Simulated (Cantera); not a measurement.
Input: 1 mol c-C₄F₈, 0.96 mol H₂, at 2023.15 K.

Method: chemical equilibrium by Gibbs-energy minimisation in Cantera with the NASA 1993 tables (ideal gas, pure condensed phases). Candidate condensed phases: C, C₆H₆, C₇H₈, C₈H₁₈; 95 gas species. The feed counts by its element totals alone. Gases not in the tables: C₂F₆ and larger saturated fluorocarbons. Equilibrium is a limit: real reactors are often held back by kinetics, nucleation or transport.

x: gas mole fraction; n: condensed amount in mol.

```
P (Pa)         x F        x HF       x CF₄       x CF₂       x CF₃  n C(graphite)
------  ----------  ----------  ----------  ----------  ----------  -------------
1            0.713       0.248     6.63e-5      0.0347     4.43e-5           3.70
6.80    (withheld)  (withheld)  (withheld)  (withheld)  (withheld)     (withheld)
46      (withheld)  (withheld)  (withheld)  (withheld)  (withheld)           2.25
320         0.0772       0.489       0.298       0.130     0.00575           2.29
2200        0.0194       0.534       0.386      0.0564     0.00431           2.39
15000      0.00469       0.549       0.420      0.0226     0.00284           2.44
100000     0.00114       0.555       0.433     0.00887     0.00181           2.46
```

Question: Fill in the missing entries.

Answer: 
- 46, x F: 0.265
- 46, x HF: 0.384
- 46, x CF₄: 0.124
- 46, x CF₂: 0.221
- 46, x CF₃: 0.00482
- 6.80, x F: 0.561
- 6.80, x HF: 0.281
- 6.80, x CF₄: 0.00798
- 6.80, x CF₂: 0.146
- 6.80, x CF₃: 0.000997
- 6.80, n C(graphite): 2.92
